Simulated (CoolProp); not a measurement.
Computed with CoolProp (reference Helmholtz-energy equation of state, Leachman 2009).

**Question.** Give the vapour pressure (kPa), liquid density (kg/m³), liquid cp (kJ/(kg K)), surface tension (mN/m) of saturated normal hydrogen at -250.85, -248.35, -244.55 °C.

**Answer.** 
| T (°C) | p (kPa) | liquid density (kg/m³) | liquid cp (kJ/(kg K)) | surface tension (mN/m) |
|---|---|---|---|---|
| -250.85 | 172 | 68.5 | 11.0 | 1.58 |
| -248.35 | 308 | 65.0 | 13.1 | 1.16 |
| -244.55 | 637 | 58.0 | 19.5 | 0.550 |

Surface tension comes from a separate correlation (Mulero 2012).
